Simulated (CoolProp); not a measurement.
Vapour-liquid equilibrium of R125 (1) + R115 (2) at -2.65 °C; x and y are mole fractions of (1).

The numbers come from the multi-fluid Helmholtz-energy mixture model, Lemmon 2005 and Lemmon 2016; pair parameters Bell 2016 in CoolProp.

```csv
x,"bubble pressure, mixture model (MPa)","bubble pressure, Raoult's law (MPa)","y, mixture model","y, Raoult's law"
0.05,0.4348,0.4157,0.105,0.074
0.2,0.5050,0.4474,0.324,0.275
0.35,0.5543,0.4790,0.471,0.450
0.5,0.5887,0.5107,0.588,0.603
0.65,0.6114,0.5423,0.696,0.738
0.8,0.6230,0.5739,0.809,0.859
0.95,0.6209,0.6056,0.945,0.967
```

The largest gap from Raoult's law is +15.7 % in bubble pressure, at x = 0.35. y crosses x between x = 0.8 and 0.95: the model has an azeotrope there.

The pair parameters rest on a limited set of measurements; away from them the model extrapolates.
